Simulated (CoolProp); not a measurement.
Vapour-liquid equilibrium of R114 (1) + n-hexane (2) at 0.127 MPa; x and y are mole fractions of (1).

Computed with CoolProp (multi-fluid Helmholtz-energy mixture model, Platzer 1990 and Thol 2019; pair parameters Bell 2016). This equation is an older, rougher fit; its heat capacities, sound speeds and derivatives of the liquid may be far off and weren't checked against measurements.

| x | bubble temperature, mixture model (K) | bubble temperature, Raoult's law (K) | y, mixture model | y, Raoult's law |
|---|---|---|---|---|
| 0.05 | 336.6 | 340.5 | 0.347 | 0.274 |
| 0.15 | 319.4 | 327.0 | 0.667 | 0.585 |
| 0.25 | 309.2 | 317.1 | 0.795 | 0.745 |
| 0.35 | [?] | 309.4 | 0.858 | 0.835 |
| 0.45 | [?] | 303.2 | [?] | 0.892 |
| 0.55 | 294.3 | 298.1 | 0.922 | 0.929 |
| 0.65 | [?] | 293.9 | 0.942 | 0.954 |
| 0.75 | 288.8 | 290.2 | 0.959 | 0.972 |
| 0.85 | [?] | 287.0 | [?] | 0.986 |
| 0.95 | 284.0 | 284.1 | 0.991 | 0.996 |

### Question
Complete the blanks.

### Answer

- 0.35, bubble temperature, mixture model (K): 302.5
- 0.45, bubble temperature, mixture model (K): 297.8
- 0.45, y, mixture model: 0.896
- 0.65, bubble temperature, mixture model (K): 291.3
- 0.85, bubble temperature, mixture model (K): 286.4
- 0.85, y, mixture model: 0.975

The largest gap from Raoult's law is -7.9 K in bubble temperature, at x = 0.25. No azeotrope shows between x = 0.05 and 0.95.

Pair parameters are fitted to limited data, so mixtures are less certain than the pure fluids.
